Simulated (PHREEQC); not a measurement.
PHREEQC input (ion-association model, phreeqc.dat):

```
SOLUTION 1
  temp 25
  units mol/kgw
  pH 7 charge
  Cl 0.066
  Na 0.256
END
SELECTED_OUTPUT 1
  -reset false
  -pH true
  -pe true
  -ionic_strength true
  -water true
  -totals Cl Na Mtg
  -molalities H+ Na+ Cl- OH- NaOH
  -saturation_indices Halite
USER_PUNCH 1
  -headings p_Mtg(g) phi_Mtg(g) p_H2O(g) phi_H2O(g) density
  10 PUNCH PR_P("Mtg(g)"), PR_PHI("Mtg(g)"), PR_P("H2O(g)"), PR_PHI("H2O(g)"), RHO
PRINT
  -reset false
USE solution 1
REACTION_TEMPERATURE 1
  10
GAS_PHASE 1
  -fixed_pressure
  -pressure 10
  -temperature 10
  -volume 20
  Mtg(g) 10
  H2O(g) 0
END
# ... the last block is repeated for the other 8 points of T (°C)
```

Selected output (columns that matter, 9 of 9 rows; T (°C) added in front):

```
T (°C)	pH	mu	Cl	Na	Mtg	m_H+	m_Na+	m_Cl-	si_Halite	p_Mtg(g)	phi_Mtg(g)	p_H2O(g)	phi_H2O(g)	density
10	13.651	0.25605	0.066013	0.25605	0.021155	2.8215e-14	0.25605	0.066013	-3.6138	9.9872	0.97381	0.012759	0.96096	1.0113
20	13.282	0.2561	0.066024	0.25609	0.016037	6.6162e-14	0.25609	0.066024	-3.6263	9.9759	0.97657	0.024055	0.96425	1.0095
30	12.948	0.25616	0.066042	0.25616	0.012997	1.4311e-13	0.25616	0.066042	-3.6388	9.9567	0.97901	0.043324	0.96701	1.0068
40	12.646	0.25628	0.066071	0.25628	0.011121	2.8814e-13	0.25628	0.066071	-3.6511	9.9251	0.98118	0.074877	0.96924	1.0032
50	12.372	0.25645	0.066115	0.25645	0.0099409	5.4421e-13	0.25645	0.066115	-3.6634	9.8753	0.98313	0.12467	0.97092	0.99892
60	12.123	0.2567	0.066181	0.2567	0.009199	9.7044e-13	0.2567	0.066181	-3.6754	9.7993	0.98488	0.20067	0.97202	0.99403
70	11.896	0.25708	0.066278	0.25708	0.008743	1.6429e-12	0.25708	0.066278	-3.6872	9.6868	0.98647	0.31321	0.97248	0.98858
80	11.69	0.25762	0.066417	0.25762	0.0084742	2.6528e-12	0.25762	0.066417	-3.6987	9.5247	0.98796	0.47534	0.97226	0.98263
90	11.503	0.25839	0.066615	0.25839	0.0083208	4.1017e-12	0.25839	0.066615	-3.7096	9.2969	0.9894	0.70315	0.97132	0.97621
```

Species that the database lacks are ignored. At this temperature some constants are extrapolated from 25 °C, and those without enthalpy data are left unchanged.
